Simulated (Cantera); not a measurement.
A perfectly stirred reactor is fed with CH4 : C2H6 : C3H8 : O2 : N2 = 1 : 0.037 : 0.041 : 2.65 : 9.97 (molar parts), at 1.60 bar; it is adiabatic with a 550 K inlet, and is followed from long to short residence time, starting on the burning branch (τ in s: 0.081, 0.03, 0.011, 0.0041, 0.0015, 0.00056, 0.00021, 7.7e-05, 2.9e-05, 1.1e-05, 3.9e-06).

Model: GRI-Mech 3.0 (53 species, 325 reactions), integrated in Cantera.

x: mole fraction; the columns are a selection and need not sum to one.

```json
[
 {"τ (s)": "0.081", "T (K)": "2269", "x CH4": "1.82e-6", "x C2H6": "8.38e-9", "x C3H8": "1.11e-8", "x HCO": "1.70e-8", "x NO": "0.00215", "x HCN": "1.73e-7", "x NO2": "1.04e-6"},
 {"τ (s)": "0.030", "T (K)": "2263", "x CH4": "4.49e-6", "x C2H6": "2.21e-8", "x C3H8": "2.87e-8", "x HCO": "4.57e-8", "x NO": "0.00125", "x HCN": "2.49e-7", "x NO2": "6.11e-7"},
 {"τ (s)": "0.011", "T (K)": "2247", "x CH4": "1.04e-5", "x C2H6": "5.79e-8", "x C3H8": "7.24e-8", "x HCO": "1.25e-7", "x NO": "0.000686", "x HCN": "3.14e-7", "x NO2": "3.29e-7"},
 {"τ (s)": "0.0041", "T (K)": "2216", "x CH4": "2.19e-5", "x C2H6": "1.45e-7", "x C3H8": "1.70e-7", "x HCO": "3.36e-7", "x NO": "0.000387", "x HCN": "3.74e-7", "x NO2": "1.72e-7"},
 {"τ (s)": "0.0015", "T (K)": "2164", "x CH4": "4.54e-5", "x C2H6": "3.56e-7", "x C3H8": "3.83e-7", "x HCO": "9.15e-7", "x NO": "0.000220", "x HCN": "4.54e-7", "x NO2": "8.60e-8"},
 {"τ (s)": "0.00056", "T (K)": "2096", "x CH4": "9.57e-5", "x C2H6": "8.40e-7", "x C3H8": "8.34e-7", "x HCO": "2.41e-6", "x NO": "0.000128", "x HCN": "5.82e-7", "x NO2": "4.40e-8"},
 {"τ (s)": "0.00021", "T (K)": "2014", "x CH4": "…", "x C2H6": "…", "x C3H8": "…", "x HCO": "…", "x NO": "…", "x HCN": "…", "x NO2": "…"},
 {"τ (s)": "7.7e-5", "T (K)": "1913", "x CH4": "…", "x C2H6": "…", "x C3H8": "…", "x HCO": "…", "x NO": "…", "x HCN": "…", "x NO2": "…"},
 {"τ (s)": "2.9e-5", "T (K)": "550", "x CH4": "0.0730", "x C2H6": "0.00270", "x C3H8": "0.00299", "x HCO": "<1e-12", "x NO": "<1e-12", "x HCN": "<1e-12", "x NO2": "<1e-12"},
 {"τ (s)": "1.1e-5", "T (K)": "550", "x CH4": "0.0730", "x C2H6": "0.00270", "x C3H8": "0.00299", "x HCO": "<1e-12", "x NO": "<1e-12", "x HCN": "<1e-12", "x NO2": "<1e-12"},
 {"τ (s)": "3.9e-6", "T (K)": "550", "x CH4": "0.0730", "x C2H6": "0.00270", "x C3H8": "0.00299", "x HCO": "<1e-12", "x NO": "<1e-12", "x HCN": "<1e-12", "x NO2": "<1e-12"}
]
```

**Question.** Some entries are withheld; supply them.

**Answer.** 
- 0.00021, x CH4: 0.000219
- 0.00021, x C2H6: 2.03e-6
- 0.00021, x C3H8: 1.89e-6
- 0.00021, x HCO: 6.24e-6
- 0.00021, x NO: 7.47e-5
- 0.00021, x HCN: 8.05e-7
- 0.00021, x NO2: 2.36e-8
- 7.7e-5, x CH4: 0.000608
- 7.7e-5, x C2H6: 5.75e-6
- 7.7e-5, x C3H8: 5.14e-6
- 7.7e-5, x HCO: 1.67e-5
- 7.7e-5, x NO: 3.95e-5
- 7.7e-5, x HCN: 1.28e-6
- 7.7e-5, x NO2: 1.25e-8
